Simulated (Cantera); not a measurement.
# Ammonia decomposition in nitride growth gas

A perfectly stirred reactor is fed with NH₃ : N₂ = 1 : 11 (molar parts), at 13000 Pa; it is held at 2048 K, and followed from long to short residence time.

Detailed kinetics in Cantera: the gas-phase N/H chemistry of the illustrative SiF4/NH3 mechanism in the Surface Chemkin manual (1991). Walls and surfaces, which speed up NH3 decomposition in real reactors, are not modelled.

| τ (s) | x NH₃ | x NH₂ | x N₂ | x N₂H₄ | x H | x N | x H₂ |
|---|---|---|---|---|---|---|---|
| 4.3 | 0.00291 | 3.37e-5 | 0.886 | 4.68e-11 | 0.000436 | 1.40e-6 | 0.111 |
| 1.3 | 0.00899 | 7.42e-5 | 0.888 | 2.26e-10 | 0.000287 | 1.47e-6 | 0.103 |
| 0.40 | 0.0226 | 0.000144 | 0.893 | 8.55e-10 | 0.000183 | 1.53e-6 | 0.0839 |
| 0.12 | 0.0448 | 0.000244 | 0.902 | 2.45e-9 | 9.93e-5 | 1.41e-6 | 0.0530 |
| 0.037 | 0.0655 | 0.000349 | 0.910 | 5.01e-9 | 4.57e-5 | 9.66e-7 | 0.0243 |
| 0.011 | 0.0772 | 0.000443 | 0.914 | 8.06e-9 | 1.77e-5 | 3.75e-7 | 0.00807 |
| 0.0035 | 0.0814 | 0.000460 | 0.916 | 8.69e-9 | 6.06e-6 | 9.53e-8 | 0.00221 |
| 0.0011 | 0.0828 | 0.000321 | 0.916 | 4.25e-9 | 1.74e-6 | 1.97e-8 | 0.000415 |
x: mole fraction; the columns are a selection and need not sum to one.
